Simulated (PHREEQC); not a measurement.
NaOH is added in steps, without added water, to 1 kg of water holding 0.00097 mol/kgw Ni(NO3)2 and 0.0011 mol/kgw NiCl2, at 85 °C. Oxygen alone is held at its pressure in air (log pO2 = -0.68). The system is closed to CO2. The run lets Ni(OH)2, Halite precipitate or redissolve, and no other solid.

Base run: PHREEQC, ion-association model, wateq4f.dat. Each further column changes one thing. The table gives pH.

| NaOH added (mol) | base | Davies equation for every ion | all activity coefficients set to 1 | Debye-Hückel limiting law | metal-ligand complexes left out |
|---|---|---|---|---|---|
| 0 | 5.58 | 5.58 | 5.50 | 5.59 | 5.58 |
| 0.0002125 | 7.49 | 7.49 | 7.38 | 7.50 | 7.49 |
| 0.000425 | 7.84 | 7.84 | 7.73 | 7.85 | 7.84 |
| 0.0006375 | 8.06 | 8.06 | 7.96 | 8.07 | 8.06 |
| 0.00085 | 8.24 | 8.24 | 8.14 | 8.25 | 8.24 |
| 0.001063 | 8.40 | 8.40 | 8.30 | 8.41 | 8.40 |
| 0.001275 | 8.55 | 8.55 | 8.46 | 8.55 | 8.54 |
| 0.001488 | 8.69 | 8.69 | 8.61 | 8.69 | 8.68 |
| 0.0017 | 8.82 | 8.82 | 8.76 | 8.83 | 8.82 |

Constants without temperature data keep their 25 °C values here.
